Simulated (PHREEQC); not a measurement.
Solution (20 °C): 130 mmol/kgw KOH, 1.6 mmol/kgw H3BO3 and 0.28 mmol/kgw (CH3)4NCl. Closed to the air; pH follows from the charge balance.

The numbers come from PHREEQC with the ion-association model, phreeqc.dat.

```
quantity          before    after
---------------  -------  -------
pH                 13.15    12.37
H3BO3 (mol/kgw)  1.63e-7  6.20e-7
```

### Question
Name the change that produced these shifts.
(A) 0.025 mol/kgw K2SO4 added
(B) temperature from 20 to 45 °C
(C) diluted 2-fold with water
(D) (CH3)4NCl left out

### Answer
B, temperature from 20 to 45 °C

This is a speciation only: nothing precipitates in the calculation. (CH3)4N+ isn't in the database: it is added as a free cation with an ion size of 4 Å. Constants without temperature data keep their 25 °C values here.
